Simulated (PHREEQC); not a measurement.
Make-up at 25 °C: 38 mmol/kgw TMAH, 3.5 mmol/kgw H3BO3 and 0.72 mmol/kgw K2CO3. Closed to the air; pH follows from the charge balance.

The numbers come from PHREEQC with the ion-association model, phreeqc.dat.

Problem. The ionic strength comes out as 0.0402 mol/kgw. What activity coefficients do OH-, H2BO3-, CO3-2, K+, HCO3- get?

Solution. OH- 0.83, H2BO3- 0.83, CO3-2 0.50, K+ 0.83, HCO3- 0.84.

This is a speciation only: nothing precipitates in the calculation. Species that the database lacks are ignored. (CH3)4N+ isn't in the database: it is added as a free cation with an ion size of 4 Å.
